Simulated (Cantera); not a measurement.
A perfectly stirred reactor is fed with 11.0 % CO, 10.5 % H₂, 15.4 % O₂, 57.8 % N₂, 5.27 % H₂O, at 12.0 bar; it is adiabatic with a 750 K inlet, and is followed from long to short residence time, starting on the burning branch (τ in s: 0.024, 0.011, 0.0047, 0.0021, 0.00092, 0.00041, 0.00018, 7.9e-05, 3.5e-05, 1.5e-05).

Computed with Cantera and GRI-Mech 3.0 (53 species, 325 reactions). The hydrogen kinetics of GRI-Mech 3.0 are dated; newer H2 mechanisms differ, most at raised pressure. The pressure lies above the range GRI-Mech 3.0 was tuned for (to about 10 atm).

### Question
Predict: blow-out, bracketed by the residence times tried; x(CO) at τ = 24.0 ms; x(H₂) at τ = 24.0 ms; x(O₂) at τ = 24.0 ms; x(H₂O) at τ = 24.0 ms; x(H₂O₂) at τ = 24.0 ms; x(CO) at τ = 0.410 ms; x(H₂) at τ = 0.410 ms; x(O₂) at τ = 0.410 ms; x(H₂O) at τ = 0.410 ms; x(H₂O₂) at τ = 0.410 ms.

### Answer
| Property | Result |
|---|---|
| blow-out, bracketed by the residence times tried | burning at 15.0 µs, the shortest tried |
| x(CO) at τ = 24.0 ms | 0.00210 |
| x(H₂) at τ = 24.0 ms | 0.000530 |
| x(O₂) at τ = 24.0 ms | 0.0498 |
| x(H₂O) at τ = 24.0 ms | 0.174 |
| x(H₂O₂) at τ = 24.0 ms | 6.23e-7 |
| x(CO) at τ = 0.410 ms | 0.00542 |
| x(H₂) at τ = 0.410 ms | 0.00112 |
| x(O₂) at τ = 0.410 ms | 0.0531 |
| x(H₂O) at τ = 0.410 ms | 0.173 |
| x(H₂O₂) at τ = 0.410 ms | 7.70e-7 |
